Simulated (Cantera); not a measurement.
Equilibrium for calcination and drying: NaOH + H2O

Charge: 1 mol NaOH, 0.3 mol H2O.

Cantera equilibrium calculation (NASA polynomials, part measured and part estimated; ideal gas, pure solids and liquids). Candidate condensed phases: H2O, Na, NaOH, NaO2, Na2O, Na2O2; 16 gas species. Rates play no part.

Q: Map the stable condensed phases over T = 1225, 1250, 1275, 1300, 1325, 1350, 1375, 1400, 1425, 1450, 1475, 1500, 1525, 1550 K and P in Pa = 10, 52, 270, 1400, 7200, 37000, 190000, 1000000.

A: 
```
T in K \ P in Pa
              10      52     270    1400    7200   37000  190000 1000000
   1550        A       A       A       A       A       B       B       B
   1525        A       A       A       A       A       B       B       B
   1500        A       A       A       A       A       B       B       B
   1475        A       A       A       A       A       B       B       B
   1450        A       A       A       A       B       B       B       B
   1425        A       A       A       A       B       B       B       B
   1400        A       A       A       A       B       B       B       B
   1375        A       A       A       A       B       B       B       B
   1350        A       A       A       A       B       B       B       B
   1325        A       A       A       A       B       B       B       B
   1300        A       A       A       B       B       B       B       B
   1275        A       A       A       B       B       B       B       B
   1250        A       A       A       B       B       B       B       B
   1225        A       A       A       B       B       B       B       B
```
A: gas only; B: NaOH.
